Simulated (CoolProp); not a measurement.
n-hexane along the isotherm 268.75 °C: Z from the reference equation and from simpler models built on Tc = 234.7 °C, pc = 3044 kPa, ω = 0.300; each cubic takes its own stable root.

Computed with CoolProp (reference Helmholtz-energy equation of state, Thol 2019).

```csv
p (kPa),phase,reference,van der Waals,Soave-Redlich-Kwong,Peng-Robinson
381,gas,0.9643,0.9675,0.9654,0.9610
761,gas,0.9273,0.9331,0.9295,0.9209
1140,gas,0.8885,0.8967,0.8922,0.8794
1520,gas,?,?,0.8529,0.8363
1900,gas,0.8041,0.8148,0.8114,0.7912
2280,gas,0.7576,0.7675,0.7672,?
2660,gas,0.7074,0.7139,0.7197,0.6935
3040,gas,0.6522,0.6505,0.6682,0.6397
3420,supercritical,0.5909,0.5699,0.6119,0.5820
3810,supercritical,0.5204,0.4593,0.5489,?
4190,supercritical,0.4475,0.4007,0.4879,0.4593
4570,supercritical,0.3866,0.3945,?,0.4144
```

Task: What belongs in the gaps?

Result: 
- 1520, reference: 0.8476
- 1520, van der Waals: 0.8575
- 2280, Peng-Robinson: 0.7438
- 3810, Peng-Robinson: 0.5190
- 4570, Soave-Redlich-Kwong: 0.4424
